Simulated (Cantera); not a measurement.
Gas mixture: CH3OH = 0.78 (molar parts), at 0.650 bar, frozen composition.

Cantera's kinetic-theory transport with the Lennard-Jones parameters of GRI-Mech 3.0, ideal gas; thermal conductivity in the mixture-averaged form. Polar gases are described roughly by these parameters. The composition is frozen, though it would react at the higher temperatures.

One state of this run: ρ (kg/m³) = 0.417; cp (J/kg/K) = 2101; μ (µPa s) = 19.7; λ (mW/m/K) = 55.5; Pr = 0.746; D (cm²/s) H2 = 3.34; D (cm²/s) CH3 = 0.937; D (cm²/s) C2H2 = 0.686. D: mixture-averaged diffusion coefficient of that species in the mixture.

Problem. Which value of T (K) does it belong to?
(A) 400
(B) 1200
(C) 1000
(D) 600

Solution. D, 600
